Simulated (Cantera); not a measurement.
Feed: 1 mol CaF2, 0.3 mol H2O, 310 mol H2, held at 1148 K and 17.0 Pa.

Equilibrium computed with Cantera from the NASA thermochemical tables; the gas is ideal and each condensed phase is pure. Candidate condensed phases: Ca, CaF2, CaO, Ca(OH)2, H2O; 29 gas species. Mutual solubility and eutectic melting of coexisting phases are not modelled. Rates play no part.

Base state: H2 0.999, HF 0.000918, H2O 0.000507 (mole fractions); condensed: CaF2(s) + CaO(s).

Problem. What changes in the equilibrium state with this change: temperature from 1148 K to 2025 K?

Solution. 
```json
[
 {"species": "H2", "before": "0.999", "after": "0.854"},
 {"species": "H", "before": "5.49e-6", "after": "0.136"},
 {"species": "HF", "before": "0.000918", "after": "0.00578"},
 {"species": "Ca", "before": "<1e-9", "after": "0.00281"},
 {"species": "CaF", "before": "<1e-9", "after": "0.000159"},
 {"species": "OH", "before": "<1e-9", "after": "1.47e-5"},
 {"species": "CaF2", "before": "5.17e-7", "after": "1.58e-5"},
 {"species": "CaF2(s), mol", "before": "0.857", "after": "0"},
 {"species": "CaO(s), mol", "before": "0.142", "after": "0"}
]
```
